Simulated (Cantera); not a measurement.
Feed: 1 mol Cr2O3, 1.5 mol H2, 2.9 mol H2O, equilibrated at 16.0 Pa.

Cantera equilibrium calculation (NASA polynomials, part measured and part estimated; ideal gas, pure solids and liquids). Candidate condensed phases: Cr, Cr2O3, H2O; 13 gas species. Equilibrium is a limit: real reactors are often held back by kinetics, nucleation or transport. All values below are at 2098 K.

Base state: H2O 0.517, H2 0.237, H 0.118, CrO 0.0318, OH 0.0307, CrO2 0.0242, Cr 0.0194, O 0.0109 (mole fractions); condensed: Cr2O3(s).

**Question.** What changes in the equilibrium state with this change: Cr2O3 replaced by Fe3O4?

**Answer.** 
```json
[
 {"species": "H2O", "before": "0.517", "after": "0.371"},
 {"species": "Fe", "before": "0", "after": "0.272"},
 {"species": "O2", "before": "0.0102", "after": "0.117"},
 {"species": "H2", "before": "0.237", "after": "0.0501"},
 {"species": "FeO", "before": "0", "after": "0.0502"},
 {"species": "CrO", "before": "0.0318", "after": "0"},
 {"species": "CrO2", "before": "0.0242", "after": "0"},
 {"species": "Cr", "before": "0.0194", "after": "0"},
 {"species": "O", "before": "0.0109", "after": "0.0371"},
 {"species": "H", "before": "0.118", "after": "0.0545"},
 {"species": "OH", "before": "0.0307", "after": "0.0479"},
 {"species": "Fe(OH)2", "before": "0", "after": "0.000145"},
 {"species": "CrO3", "before": "4.01e-5", "after": "0"},
 {"species": "Cr2O3(s), mol", "before": "0.800", "after": "0"}
]
```
Further candidate phases: Fe, FeO, Fe(OH)2, Fe(OH)3, Fe2O3, Fe3O4.
